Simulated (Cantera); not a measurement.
An isothermal, constant-pressure homogeneous reactor starts with C2H6 : N2 = 1 : 63 (molar parts), at 1875 K and 0.900 Torr.

Computed with Cantera and GRI-Mech 3.0 (53 species, 325 reactions). GRI-Mech 3.0 stops at C3 and has no aromatics, soot or wall deposition, so with more carbon than oxygen in the feed, carbon stays in small species such as C2H2 where larger ones or solid carbon would form. Radical loss at walls, strong at low pressure, is not modelled.

x: mole fraction; the columns are a selection and need not sum to one.

| t (s) | x C2H6 | x CH2 | x CH4 | x HCN | x CH3 | x H |
|---|---|---|---|---|---|---|
| 7.00e-5 | 0.0150 | 2.09e-8 | 9.09e-7 | <1e-12 | 0.00116 | 1.02e-6 |
| 0.000227 | 0.0138 | 7.12e-7 | 9.26e-6 | 6.87e-12 | 0.00358 | 1.04e-5 |
| 0.000734 | (withheld) | (withheld) | (withheld) | (withheld) | (withheld) | (withheld) |
| 0.00237 | 0.00300 | 0.000128 | 0.000608 | 3.88e-6 | 0.0163 | 0.00172 |
| 0.00769 | 1.56e-5 | 0.000117 | 0.00172 | 4.40e-5 | 0.00674 | 0.00254 |
| 0.0249 | 2.38e-7 | 3.80e-5 | 0.00155 | 8.58e-5 | 0.00147 | 0.00138 |
| 0.0805 | 3.87e-8 | 1.27e-5 | 0.00100 | 0.000110 | 0.000533 | 0.000815 |
| 0.261 | 8.43e-9 | 4.68e-6 | 0.000615 | 0.000127 | 0.000235 | 0.000576 |
| 0.844 | 1.85e-9 | 1.90e-6 | 0.000336 | 0.000143 | 0.000107 | 0.000478 |
| 2.73 | 3.16e-10 | 8.14e-7 | 0.000137 | 0.000164 | 4.40e-5 | 0.000481 |
| 8.84 | 2.19e-11 | 2.69e-7 | 3.08e-5 | 0.000194 | 1.19e-5 | 0.000579 |
| 28.6 | <1e-12 | 2.22e-8 | 1.26e-6 | 0.000218 | 6.88e-7 | 0.000815 |
| 92.7 | <1e-12 | 2.18e-9 | 3.75e-8 | 0.000220 | 3.71e-8 | 0.00146 |
| 300 | <1e-12 | (withheld) | (withheld) | 0.000220 | (withheld) | (withheld) |

Problem. Fill in the missing entries.

Solution. 
- 0.000734, x C2H6: 0.0103
- 0.000734, x CH2: 1.80e-5
- 0.000734, x CH4: 8.71e-5
- 0.000734, x HCN: 5.20e-9
- 0.000734, x CH3: 0.00967
- 0.000734, x H: 0.000210
- 300, x CH2: 1.19e-9
- 300, x CH4: 5.79e-9
- 300, x CH3: 1.07e-8
- 300, x H: 0.00268
